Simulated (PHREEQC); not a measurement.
## Buffer (model solution)

Solution (25 °C): 0.015 mol NaH2PO4, 0.0022 mol Na2B4O7 and 0.16 mol NaCl per kg of water. Closed to the air; pH follows from the charge balance.

The numbers come from PHREEQC with the ion-association model, wateq4f.dat.

Each row changes one thing in this solution. This is a speciation only: nothing precipitates in the calculation.

```csv
case,pH,ionic strength (mol/kgw),SI of Halite (NaCl)
as made,6.39,0.183,-3.39
NaH2PO4 replaced by NaBF4 at the same molality,3.48,0.180,-3.39
Na2B4O7 left out,4.53,…,-3.40
Na2B4O7 from 0.0022 to 0.0033 mol/kgw,6.66,0.187,-3.39
temperature from 25 to 80 °C,6.24,0.183,-3.53
Na2B4O7 replaced by NaBr at the same molality,4.53,…,-3.40
temperature from 25 to 60 °C,6.29,0.183,-3.48
Na2B4O7 from 0.0022 to 0.00022 mol/kgw,5.28,0.176,-3.40
```

Fill in the missing entries.


- Na2B4O7 left out, ionic strength (mol/kgw): 0.175
- Na2B4O7 replaced by NaBr at the same molality, ionic strength (mol/kgw): 0.177

Complexes and solids missing from the database can't appear. H3PO4, which wateq4f.dat lacks, is added to it with the constant of phreeqc.dat. Constants without temperature data keep their 25 °C values here.
